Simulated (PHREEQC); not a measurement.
## Leach liquor (model solution)

Consider water at 25 °C with 38 mmol/kgw H2SO4, 0.06 mmol/kgw NiSO4 and 31 mmol/kgw Fe2(SO4)3. Closed to the air; pH follows from the charge balance.

Model: ion-association model, wateq4f.dat, run in PHREEQC.

Each row changes one thing in this solution. This is a speciation only: nothing precipitates in the calculation.

```
case                                                pH  ionic strength (mol/kgw)  HSO4- (mol/kgw)  SO4-2 (mol/kgw)  Ni+2 (mol/kgw)  NiSO4 (mol/kgw)  SI of Morenosite (NiSO4:7H2O)  SI of Ni(OH)2 (Ni(OH)2)
------------------------------------------------  ----  ------------------------  ---------------  ---------------  --------------  ---------------  -----------------------------  -----------------------
as made                                           1.55                     0.142           0.0341           0.0284         3.75e-5          2.24e-5                          -4.57                   -12.60
diluted 100-fold with water                       3.00                   0.00339          7.80e-5         0.000969         5.39e-7          6.14e-8                          -7.14                   -11.18
Fe2(SO4)3 replaced by KHSO4 at the same molality  1.31                     0.111           0.0468           0.0208         3.96e-5          2.04e-5                          -4.62                   -13.03
NiSO4 from 6e-05 to 5.4e-05 mol/kgw               1.55                     0.142           0.0341           0.0284         3.38e-5          2.02e-5                          -4.62                   -12.64
H2SO4 from 0.038 to 0.0342 mol/kgw                1.59                     0.137           0.0307           0.0280         3.74e-5          2.26e-5                          -4.57                   -12.51
Fe2(SO4)3 from 0.031 to 0.155 mol/kgw             1.83                     0.415           0.0394           0.0844         3.08e-5          2.90e-5                          -4.45                   -12.20
H2SO4 from 0.038 to 0.19 mol/kgw                  0.86                     0.332            0.179           0.0386         4.04e-5          1.95e-5                          -4.63                   -14.01
0.00063 mol/kgw NaCl added                        1.55                     0.143           0.0341           0.0284         3.76e-5          2.24e-5                          -4.57                   -12.60
```

Some of these states are supersaturated (in Hematite (slow to form), Goethite (slow to form), for instance).
